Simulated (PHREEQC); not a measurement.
Consider water at 25 °C with 0.29 mol/kgw NaH2PO4 and 3.6e-05 mol/kgw NaOH. Closed to the air; pH follows from the charge balance.

Model: ion-association model, wateq4f.dat, run in PHREEQC.

```
Property                   Value
-----------------  -------------
pH                          4.37
ionic strength     0.291 mol/kgw
activity of water          0.990
total alkalinity   0.0360 meq/kg
```

```
species  molality  activity   log γ
-------  --------  --------  ------
Na+         0.290     0.210  -0.139
H2PO4-      0.287     0.208  -0.141
H3PO4     0.00123   0.00132   0.029
HPO4-2    0.00115  0.000300  -0.584
NaHPO4-  0.000170  0.000123  -0.141
H+        5.49e-5   4.30e-5  -0.106
```

Precipitation was switched off in this run. Species that the database lacks are ignored. H3PO4, which wateq4f.dat lacks, is added to it with the constant of phreeqc.dat.
